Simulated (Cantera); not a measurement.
**Thermodynamics of fluorocarbon and chlorocarbon gases, feed c-C₄F₈ + CH₄ + H₂**

Input: 1 mol c-C₄F₈, 0.18 mol CH₄, 1.3 mol H₂, held at 135 Torr.

These are equilibrium values from Cantera (NASA tables, ideal gas, pure condensed phases), not measurements of a reactor. Candidate condensed phases: C, C₆H₆, C₇H₈, C₈H₁₈; 95 gas species. The feed counts by its element totals alone. The tables' values for C₂F₄ are old estimates; treat these amounts as uncertain. Gases not in the tables: C₂F₆ and larger saturated fluorocarbons. Rates play no part.

```
T (K)   x HF    x CF₄       x F     x CF₂      x CF     x CF₃       x H  n C(graphite)
-----  -----  -------  --------  --------  --------  --------  --------  -------------
975    0.739    0.261  6.02e-12  2.72e-10    <1e-12  9.40e-10    <1e-12           3.01
1175   0.739    0.261   4.58e-9   1.02e-7    <1e-12   1.13e-7  1.86e-11           3.01
1375   0.739    0.261   5.08e-7   6.69e-6  2.44e-11   3.36e-6  9.76e-10           3.01
1575   0.739    0.260   1.71e-5  0.000149   5.35e-9   4.17e-5   1.91e-8           3.01
1775   0.739    0.259  0.000260   0.00163   3.43e-7  0.000291   1.94e-7           3.01
1975   0.734    0.252   0.00227    0.0107   9.32e-6   0.00133   1.25e-6           2.99
2175   0.714    0.222    0.0130    0.0467  0.000133   0.00427   5.74e-6           2.91
2375   0.659    0.145    0.0513     0.135   0.00112   0.00879   2.11e-5           2.72
2575   0.576   0.0480     0.135     0.226   0.00553   0.00921   7.16e-5           2.52
2775   0.515  0.00694     0.243     0.213    0.0169   0.00456  0.000263           2.62
```
x: gas mole fraction; n: condensed amount in mol.

From 975 K to 2775 K the condensed part is C(graphite). The main C-bearing gas is CF₄ at 975 K and CF₂ at 2775 K.
